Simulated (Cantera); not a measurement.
Feed: 1 mol BCl₃, 1.1 mol H₂, equilibrated at 1123 K and 47.0 mbar.

Cantera equilibrium calculation (NASA polynomials, part measured and part estimated; ideal gas, pure solids and liquids). Candidate condensed phases: B; 13 gas species. The tables' values for BCl₂ are old estimates; treat these amounts as uncertain. Gases not in the tables: BHCl₂. The numbers say what is thermodynamically allowed, not how fast it happens.

Base state: H₂ 0.418, BCl₃ 0.402, HCl 0.180, BCl₂ 2.43e-5 (mole fractions); condensed: B(s).

Task: What changes in the equilibrium state with this change: temperature from 1123 K to 1025 K?

Result: 
```csv
species,before,after
H₂,0.418,0.450
BCl₃,0.402,0.424
HCl,0.180,0.126
BCl₂,2.43e-5,3.71e-6
"B(s), mol",0.130,0.0903
```

Task: What changes in the equilibrium state with this change: temperature from 1123 K to 1550 K?

Result: 
| species | before | after |
|---|---|---|
| HCl | 0.180 | 0.425 |
| BCl₃ | 0.402 | 0.296 |
| H₂ | 0.418 | 0.273 |
| BCl | 5.86e-7 | 0.00158 |
| Cl | 4.86e-8 | 9.42e-5 |
| H | 1.27e-7 | 7.59e-5 |
| B(s), mol | 0.130 | 0.315 |
The tables' values for BCl₂, BCl are old estimates; treat these amounts as uncertain.
